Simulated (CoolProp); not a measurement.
Benzene at 493.04 K and 3.45 MPa is throttled through a valve to 0.829 MPa with no heat exchange. Each further row changes one setting.

Model: reference Helmholtz-energy equation of state, Thol 2012, in CoolProp.

```tsv
case	temperature change (K)	final phase	final density (kg/m³)
as stated	-51.7	…	…
outlet pressure 0.249 MPa	…	…	…
outlet pressure 1.08 MPa	…	…	…
```

Task: What belongs in the gaps?

Result: 
- as stated, final phase: two-phase, vapour fraction 0.384
- as stated, final density (kg/m³): 51.5
- outlet pressure 0.249 MPa, temperature change (K): -107.5
- outlet pressure 0.249 MPa, final phase: two-phase, vapour fraction 0.655
- outlet pressure 0.249 MPa, final density (kg/m³): 9.86
- outlet pressure 1.08 MPa, temperature change (K): -37.0
- outlet pressure 1.08 MPa, final phase: two-phase, vapour fraction 0.293
- outlet pressure 1.08 MPa, final density (kg/m³): 84.4
